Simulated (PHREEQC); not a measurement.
Brine: an equilibrium model

Consider water at 25 °C with 0.62 mol MgCl2, 0.046 mol BaCl2 and 0.95 mol NaCl per kg of water. Closed to the air; pH follows from the charge balance.

All values are PHREEQC results (Pitzer model, pitzer.dat), not measurements.

```
Item                        Value
-------------------  ------------
ionic strength       2.95 mol/kgw
activity of water           0.927
density               1.085 g/cm³
osmotic coefficient         1.084
```

| species | molality | activity | log γ |
|---|---|---|---|
| Cl- | 2.28 | 1.30 | -0.244 |
| Na+ | 0.950 | 0.904 | -0.022 |
| Mg+2 | 0.620 | 0.361 | -0.235 |
| Ba+2 | 0.0460 | 0.0187 | -0.392 |
| H+ | 5.73e-7 | 9.61e-7 | 0.224 |
| MgOH+ | 5.28e-7 | 5.40e-7 | 0.009 |

This is a speciation only: nothing precipitates in the calculation.
